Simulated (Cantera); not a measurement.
A closed system holds: 1 mol C2H6, 0.1 mol CO2, held at 1350 K and 34500 Torr.

These are equilibrium values from Cantera (NASA tables, ideal gas, pure condensed phases), not measurements of a reactor. The ideal-gas law is rough above about 30 bar. Kinetics and transport are ignored.

```json
[
 {"species": "H2", "before": "0.770", "after": "0.585"},
 {"species": "CO", "before": "0.0600", "after": "0.272"},
 {"species": "CH4", "before": "0.157", "after": "0.0907"},
 {"species": "H2O", "before": "0.0122", "after": "0.0420"},
 {"species": "CO2", "before": "0.000483", "after": "0.00995"},
 {"species": "C2H6", "before": "5.64e-5", "after": "2.47e-5"},
 {"species": "C2H4", "before": "5.11e-5", "after": "2.95e-5"},
 {"species": "C(graphite), mol", "before": "1.50", "after": "1.24"}
]
```
Gas species are given as mole fractions.

Question: What was changed between the two runs?
A) temperature from 1350 K to 2223.15 K
B) temperature from 1350 K to 2823.15 K
C) temperature from 1350 K to 2125 K
D) CO2 from 0.1 to 0.62 mol

Answer: D, CO2 from 0.1 to 0.62 mol
